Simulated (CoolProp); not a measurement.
The fluoroketone C6F12O (FK-5-1-12) along the isobar 1.57 MPa: Z from the reference equation and from simpler models built on Tc = 441.8 K, pc = 1.869 MPa, ω = 0.471; each cubic takes its own stable root.

The numbers come from the reference Helmholtz-energy equation of state, McLinden 2015 in CoolProp.

| T (K) | phase | reference | Redlich-Kwong | Soave-Redlich-Kwong | Peng-Robinson |
|---|---|---|---|---|---|
| 301.7 | liquid | 0.1237 | 0.1438 | 0.1349 | 0.1195 |
| 328.2 | liquid | 0.1198 | 0.1404 | 0.1309 | 0.1158 |
| 354.6 | liquid | 0.1179 | 0.1400 | 0.1298 | 0.1147 |
| 381 | liquid | 0.1184 | 0.1437 | 0.1327 | 0.1172 |
| 407.4 | liquid | 0.1231 | 0.1554 | 0.1433 | 0.1269 |
| 433.9 | gas | 0.5142 | 0.5602 | 0.5396 | 0.5117 |
| 460.3 | gas | 0.6925 | 0.6837 | 0.7030 | 0.6768 |
| 486.7 | gas | 0.7735 | 0.7516 | 0.7834 | 0.7586 |
